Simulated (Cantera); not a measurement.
Charge: 1 mol toluene, 0.035 mol O₂, 51 mol H₂, 0.022 mol H₂O, equilibrated at 2552 °C and 78.0 bar.

Cantera equilibrium calculation (NASA polynomials, part measured and part estimated; ideal gas, pure solids and liquids). Candidate condensed phases: C, C₆H₆, C₇H₈, C₈H₁₈, H₂O; 110 gas species. The ideal-gas law is rough above about 30 bar. Kinetics and transport are ignored.

Base state: H₂ 0.945, C₂H₂ (acetylene) 0.0342, H 0.00983, CH₄ 0.00662, CO 0.00167, CH₃ 0.00114, C₂H₄ 0.000664, C₄H₂ 0.000517 (mole fractions); condensed: C(graphite).

**Question.** What changes in the equilibrium state with this change: temperature from 2552 °C to 1627 °C?

**Answer.** 
```json
[
 {"species": "H₂", "before": "0.945", "after": "0.957"},
 {"species": "CH₄", "before": "0.00662", "after": "0.0402"},
 {"species": "CO", "before": "0.00167", "after": "0.00171"},
 {"species": "C₂H₂ (acetylene)", "before": "0.0342", "after": "0.000365"},
 {"species": "C₂H", "before": "4.68e-5", "after": "<1e-9"},
 {"species": "C₄H₂", "before": "0.000517", "after": "5.56e-8"},
 {"species": "C₂H₂ (vinylidene)", "before": "7.02e-5", "after": "1.91e-8"},
 {"species": "CH₂", "before": "2.67e-5", "after": "1.08e-8"},
 {"species": "C₃H₃ (propargyl)", "before": "0.000103", "after": "1.08e-7"},
 {"species": "C(graphite), mol", "before": "2.47", "after": "4.70"}
]
```
